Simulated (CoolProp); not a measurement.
R114 along the isotherm 162.75 °C: density (kg/m³) from the reference equation and from simpler models built on Tc = 147.5 °C, pc = 3352 kPa, ω = 0.252; each cubic takes its own stable root.

Model: reference Helmholtz-energy equation of state, Platzer 1990, in CoolProp. This equation is an older, rougher fit; its heat capacities, sound speeds and derivatives of the liquid may be far off and weren't checked against measurements.

```csv
p (kPa),phase,reference,ideal gas,van der Waals,Redlich-Kwong,Soave-Redlich-Kwong,Peng-Robinson
1750,gas,100.5,82.53,(withheld),(withheld),100.2,102.4
3500,supercritical,301.7,165.1,298.0,302.7,291.7,307.5
5250,supercritical,827.4,247.6,660.6,751.4,722.1,788.8
7000,supercritical,945.4,330.1,734.4,870.9,852.5,939.7
8750,supercritical,1006,412.7,779.1,942.4,927.9,1026
10500,supercritical,1048,495.2,811.8,994.8,982.6,1089
12200,supercritical,1080,575.4,837.1,1036,1025,1136
14000,supercritical,1107,660.2,859.3,1072,1062,1178
15800,supercritical,1130,745.1,878.3,1103,1094,1214
17500,supercritical,1150,825.3,893.9,1128,1120,1244
19200,supercritical,1167,905.5,907.8,1151,(withheld),1270
21000,supercritical,1183,990.4,921.1,(withheld),1166,1295
```

### Question
Complete the blanks.

### Answer

- 1750, van der Waals: 98.69
- 1750, Redlich-Kwong: 100.7
- 19200, Soave-Redlich-Kwong: 1144
- 21000, Redlich-Kwong: 1173
